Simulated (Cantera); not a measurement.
Cantera run:

```python
import numpy as np
import cantera as ct

gas_names = """
    C CO CO2 C2 C2O C3 C3O2 C4 C5 O O2 O3 Pb PbO Pb2
""".split()
cond_names = """
    C(gr) Pb(cr) Pb(L) PbO(rd) PbO(yw) PbO(L) PbO2(s) Pb3O4(s)
""".split()


# ... load() reads the species with a 1 bar reference pressure and builds the phases ...
atoms = {
    'PbO': {'Pb': 1, 'O': 1},
    'CO': {'C': 1, 'O': 1},
}
top_T = {'C(gr)': 4500, 'Pb3O4(s)': 820}  # K; cautious upper limits of use, not melting points


# ... equilibrate(T, P, feed) seeds the gas with the atoms and calls Mixture.equilibrate('TP', solver="vcs", rtol=1e-11, max_steps=5000) ...
results = []
feed = {'PbO': 1, 'CO': 2.3}  # mol
P = 3400  # Pa
for T in [2275, 2325, 2375, 2425, 2475, 2525, 2575]:
    mix = equilibrate(T, P, feed)
    results.append((T, P, feed, dict(zip(mix.species_names, mix.species_moles))))

top = {s: max(r[3][s] / sum(r[3][g] for g in gas_names) for r in results) for s in gas_names}
cols = sorted((s for s in top if top[s] > 0.0001), key=lambda s: -top[s])[:5]
seen = [c for c in cond_names if any(r[3].get(c, 0) > 1e-12 for r in results)]
print("log10 of partial pressures in bar; condensed amounts in mol")
print(f"{'T/K':>10s}" + "".join(f"{s[:9]:>10s}" for s in cols + seen))
for T, P, feed, n in results:
    ng = sum(n[g] for g in gas_names)
    print(f"{T:10.4g}" + "".join(f"{np.log10(max(n[s] / ng * P / 1e5, 1e-99)):10.3f}" for s in cols)
          + "".join(f"{n.get(c, 0):10.4g}" for c in seen))
```

Output:

```
log10 of partial pressures in bar; condensed amounts in mol
       T/K        CO        Pb       CO2        O2       PbO
      2275    -1.857    -2.006    -2.012    -4.317    -3.376
      2325    -1.853    -2.010    -2.020    -4.068    -3.320
      2375    -1.847    -2.013    -2.031    -3.840    -3.272
      2425    -1.840    -2.018    -2.046    -3.635    -3.233
      2475    -1.832    -2.022    -2.068    -3.455    -3.205
      2525    -1.822    -2.027    -2.096    -3.300    -3.188
      2575    -1.811    -2.032    -2.131    -3.172    -3.183
```

Cantera equilibrium calculation (NASA polynomials, part measured and part estimated; ideal gas, pure solids and liquids). Gases not in the tables: (PbO)n polymers.
